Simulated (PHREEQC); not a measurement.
Solution (10 °C): 0.0089 mol/kgw LiBr. Closed to the air; pH follows from the charge balance.

All values are PHREEQC results (ion-association model, wateq4f.dat), not measurements.

* **ionic strength**: 0.00890 mol/kgw

```csv
species,molality,activity,log γ
Br-,0.00890,0.00809,-0.042
Li+,0.00890,0.00812,-0.040
OH-,5.92e-8,5.37e-8,-0.042
H+,5.92e-8,5.44e-8,-0.037
```

No solid was allowed to form. Away from 25 °C the constants follow the database's enthalpies or fits; those with neither stay at their 25 °C values.
